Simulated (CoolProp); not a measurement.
Vapour pressure (bar) of R236EA: the reference equation beside estimates from Tc = 139.3 °C, pc = 34.14 bar, ω = 0.368. Clausius-Clapeyron is anchored at -14.45 °C with a constant enthalpy of vaporisation of 26.67 kJ/mol.

The numbers come from the reference Helmholtz-energy equation of state, Rui 2013 in CoolProp.

```csv
T (°C),reference,Clausius-Clapeyron,Redlich-Kwong,Peng-Robinson
-14.45,0.4028,0.4028,1.099,0.4085
-11.35,0.4681,0.4665,1.234,0.4735
-8.15,0.5440,0.5409,1.387,0.5490
-4.95,0.6295,0.6249,1.553,0.6341
-1.75,0.7255,0.7196,1.733,0.7293
1.35,0.8291,0.8223,1.922,0.8323
4.55,0.9480,0.9408,2.133,0.9503
7.75,1.080,1.073,2.360,1.081
10.85,1.221,1.216,2.596,1.222
14.05,1.382,1.379,2.857,1.381
17.25,1.559,1.559,3.137,1.556
20.45,1.752,1.758,3.436,1.749
23.55,1.957,1.971,3.745,1.953
26.75,2.188,2.212,4.084,2.182
```

Absolute difference from the reference over all 14 rows, mean and median: Clausius-Clapeyron 0.5 and 0.6 %, Redlich-Kwong 124.8 and 121.8 %, Peng-Robinson 0.5 and 0.3 %.
